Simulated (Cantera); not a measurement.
Cantera run:

```python
import numpy as np
import cantera as ct

gas_names = """
    Br Br2 H HBr H2 Si SiBr SiBr2 SiBr3 SiBr4 SiH SiHBr3 SiH2 SiH2Br2 SiH3 SiH3Br SiH4 Si2 Si3
""".split()
cond_names = """
    Br2(cr) Br2(L) Si(cr) Si(L)
""".split()


def load(file, names, dense=False):
    # The tables refer to 1 bar. Condensed volumes are neglected.
    table = {s.name: s for s in ct.Species.list_from_file(file)}
    out = []
    for n in names:
        d = dict(table[n].input_data)
        d["thermo"] = dict(d["thermo"], **{"reference-pressure": 1e5})
        if dense:
            d["equation-of-state"] = {"model": "constant-volume", "density": "1e6 g/cm^3"}
        out.append(ct.Species.from_dict(d))
    return out


gas = ct.Solution(thermo="ideal-gas", species=load("nasa_gas.yaml", gas_names))
cond = {s.name: ct.Solution(thermo="fixed-stoichiometry", species=[s], name=s.name)
        for s in load("nasa_condensed.yaml", cond_names, dense=True)}
atoms = {
    'Si': {'Si': 1},
    'HBr': {'H': 1, 'Br': 1},
    'H2': {'H': 2},
}
top_T = {}  # K; cautious upper limits of use, not melting points


def equilibrate(T, P, feed):
    n = {}
    for name, mol in feed.items():
        for a, k in atoms[name].items():
            n[a] = n.get(a, 0.0) + k * mol
    gas.TPX = T, P, n
    mass = sum(n.values()) * gas.mean_molecular_weight
    gas.equilibrate("TP")
    valid = [c for c in cond.values() if c.min_temp <= T <= top_T.get(c.name, c.max_temp)]
    mix = ct.Mixture([(gas, mass / gas.mean_molecular_weight)] + [(c, 0.0) for c in valid])
    mix.T, mix.P = T, P
    mix.equilibrate("TP", solver="vcs", rtol=1e-11, max_steps=5000)
    return mix


results = []
feed = {'Si': 1, 'HBr': 14, 'H2': 8.4}  # mol
T = 700  # K
P = 10000  # Pa
mix = equilibrate(T, P, feed)
results.append((T, P, feed, dict(zip(mix.species_names, mix.species_moles))))
x = sorted(zip(gas.X, gas.species_names), reverse=True)
print(f"T = {T:g} K  P = {P:g} Pa  gas = {mix.phase_moles(0):.4g} mol")
print("   x: " + "  ".join(f"{s} {v:.3e}" for v, s in x if v > 0.0001))
print("   condensed (mol): " + ("  ".join(f"{mix.phase(i).name} {mix.phase_moles(i):.4g}"
      for i in range(1, mix.n_phases) if mix.phase_moles(i) > 1e-12) or "none"))
```

Output:

```
T = 700 K  P = 10000 Pa  gas = 21.4 mol
   x: H2 4.860e-01  HBr 4.673e-01  SiBr4 4.672e-02
   condensed (mol): none
```

These are equilibrium values from Cantera (NASA tables, ideal gas, pure condensed phases), not measurements of a reactor.
